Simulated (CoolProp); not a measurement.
Vapour-liquid equilibrium of CHF3 (R23) (1) + sulfur hexafluoride (2) at -25.85 °C; x and y are mole fractions of (1).

Model: multi-fluid Helmholtz-energy mixture model, Penoncello 2003 and Guder 2009; pair parameters Bell 2016, in CoolProp.

```tsv
x	bubble pressure, mixture model (kPa)	bubble pressure, Raoult's law (kPa)	y, mixture model	y, Raoult's law
0.05	688.1	597.6	0.188	0.097
0.2	919.5	685.9	0.436	0.337
0.35	1045	774.3	0.548	0.523
0.5	1123	862.6	0.629	0.671
0.65	1173	950.9	0.709	0.791
0.8	1195	1039	0.805	0.891
0.95	1176	1128	0.940	0.975
```

The largest gap from Raoult's law is +35.0 % in bubble pressure, at x = 0.35. y crosses x between x = 0.8 and 0.95: the model has an azeotrope there.

Pair parameters are fitted to limited data, so mixtures are less certain than the pure fluids.
